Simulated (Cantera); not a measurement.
What does this Cantera script print?

```python
import numpy as np
import cantera as ct

surf = ct.Interface("diamond.yaml", "diamond_100")
gas, bulk = surf.adjacent["gas"], surf.adjacent["diamond"]
k = surf.kinetics_species_index(bulk.species_names[0])
cover = ["c6HH", "c6H*", "c6*H", "c6**", "c6HM", "c6B"]

rows, drift = [], 0.0
print(f"{'xH':>10s}{'um/h':>11s}" + "".join(f"{s:>11s}" for s in cover))
for v in [0.0001, 0.0002, 0.00042, 0.00085, 0.0017, 0.0035, 0.0072, 0.015, 0.03]:
    T, P, xH, xCH3 = 950, 9300, v, 5.2e-05
    gas.TPX = T, P, {"H": xH, "CH3": xCH3, "CH4": 0.0029, "H2": 1 - xH - xCH3 - 0.0029}
    surf.TP = bulk.TP = T, P
    surf.coverages = "c6H*:0.1, c6HH:0.9"
    surf.advance_coverages(100.0)
    before = surf.coverages
    surf.advance_coverages(100.0)
    drift = max(drift, np.max(np.abs(surf.coverages - before) / (surf.coverages + 1e-9)))
    rate = surf.net_production_rates[k] * bulk.mean_molecular_weight / bulk.density * 3.6e9
    rows.append([rate, *surf[cover].coverages])
    print(f"{v:10.4g}{rate:11.4e}" + "".join(f"{x:11.3e}" for x in rows[-1][1:]))
```

Output:

```
        xH       um/h       c6HH       c6H*       c6*H       c6**       c6HM        c6B
    0.0001 1.0080e+00  5.116e-01  1.031e-02  2.449e-01  3.017e-03  1.765e-01  2.735e-09
    0.0002 1.3460e+00  5.541e-01  1.164e-02  2.765e-01  4.224e-03  1.178e-01  3.653e-09
   0.00042 1.6304e+00  5.914e-01  1.272e-02  3.020e-01  5.277e-03  6.788e-02  4.424e-09
   0.00085 1.8057e+00  6.148e-01  1.338e-02  3.174e-01  5.940e-03  3.713e-02  4.900e-09
    0.0017 1.9058e+00  6.282e-01  1.376e-02  3.261e-01  6.323e-03  1.959e-02  5.172e-09
    0.0035 1.9620e+00  6.357e-01  1.400e-02  3.309e-01  6.541e-03  9.794e-03  5.324e-09
    0.0072 1.9911e+00  6.396e-01  1.417e-02  3.333e-01  6.658e-03  4.831e-03  5.403e-09
     0.015 2.0069e+00  6.415e-01  1.437e-02  3.344e-01  6.730e-03  2.336e-03  5.446e-09
      0.03 2.0168e+00  6.423e-01  1.467e-02  3.347e-01  6.789e-03  1.173e-03  5.473e-09
```

Cantera simulation using the Harris–Goodwin 1993 mechanism for the reconstructed diamond (100) surface; the numbers are that mechanism's predictions, not measurements.
